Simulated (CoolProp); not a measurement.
Vapour-liquid equilibrium of n-perfluorobutane (1) + R365MFC (2) at 354.3 K; x and y are mole fractions of (1).

Values from CoolProp's multi-fluid Helmholtz-energy mixture model, Gao 2022 and Lemmon 2016; pair parameters Bell 2016.

| x | bubble pressure (MPa) | y at the bubble point | dew pressure at overall composition x (MPa) | liquid density (mol/L) |
|---|---|---|---|---|
| 0.05 | 0.4949 | 0.272 | 0.3821 | 7.444 |
| 0.15 | 0.6845 | 0.489 | 0.4263 | 7.124 |
| 0.25 | 0.8072 | 0.583 | 0.4812 | 6.815 |
| 0.35 | ? | 0.640 | 0.5509 | 6.520 |
| 0.45 | 0.9576 | 0.684 | 0.6417 | 6.241 |
| 0.55 | ? | ? | ? | ? |
| 0.65 | 1.064 | 0.769 | 0.9070 | 5.739 |
| 0.75 | 1.110 | 0.820 | 1.043 | 5.523 |
| 0.85 | 1.149 | 0.880 | 1.131 | 5.336 |
| 0.95 | 1.177 | 0.956 | 1.176 | 5.180 |

### Question
What belongs in the gaps?

### Answer

- 0.35, bubble pressure (MPa): 0.8922
- 0.55, bubble pressure (MPa): 1.013
- 0.55, y at the bubble point: 0.725
- 0.55, dew pressure at overall composition x (MPa): 0.7608
- 0.55, liquid density (mol/L): 5.980

No azeotrope shows between x = 0.05 and 0.95.

Pair parameters are fitted to limited data, so mixtures are less certain than the pure fluids.
